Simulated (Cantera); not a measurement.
Input: 1 mol B2O3, 38 mol H2, equilibrated at 2223.15 K and 56.0 mbar.

Cantera equilibrium calculation (NASA polynomials, part measured and part estimated; ideal gas, pure solids and liquids). Candidate condensed phases: B, B2O3, B3O3H3, H2O; 23 gas species. Kinetics and transport are ignored.

Base state: H2 0.921, H 0.0260, HBO 0.0200, HBO2 0.0140, H2O 0.00719, BO 0.00674, B2O3 0.00392, B2O2 0.000878 (mole fractions); condensed: gas only.

### Question
What changes in the equilibrium state with this change: pressure from 56.0 mbar to 23.0 mbar?

### Answer
```csv
species,before,after
H2,0.921,0.906
H,0.0260,0.0402
HBO,0.0200,0.0181
BO,0.00674,0.00959
HBO2,0.0140,0.0137
OH,2.93e-5,4.90e-5
BO2,6.88e-5,0.000106
B2O2,0.000878,0.000730
```
